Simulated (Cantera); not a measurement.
# Diamond growth

A diamond (100) surface in a fixed gas of H2 with x(CH4) = 0.0026, x(H) = 0.0033, x(CH3) = 2.1e-05, at 950 K; coverages are run to steady state.

Model: the Harris–Goodwin 1993 mechanism for the reconstructed diamond (100) surface, integrated in Cantera.

```tsv
P (Pa)	growth (µm/h)	θ c6HH	θ c6H*	θ c6*H	θ c6**	θ c6HM
1100	0.0889	0.641	0.0141	0.334	0.00659	0.00398
1900	0.158	0.641	0.0141	0.333	0.00659	0.00409
3200	0.270	0.640	0.0141	0.333	0.00659	0.00416
5500	0.469	0.640	0.0141	0.333	0.00659	0.00420
9400	0.807	0.640	0.0141	0.333	0.00660	0.00423
16000	1.38	0.640	0.0141	0.333	0.00660	0.00424
27000	2.33	0.640	0.0142	0.333	0.00661	0.00425
46000	3.98	0.640	0.0143	0.333	0.00663	0.00426
```
θ: site fractions in the mechanism's names (c6HH fully hydrogenated, c6H* and c6*H radical sites, c6** diradical, c6HM methylated).
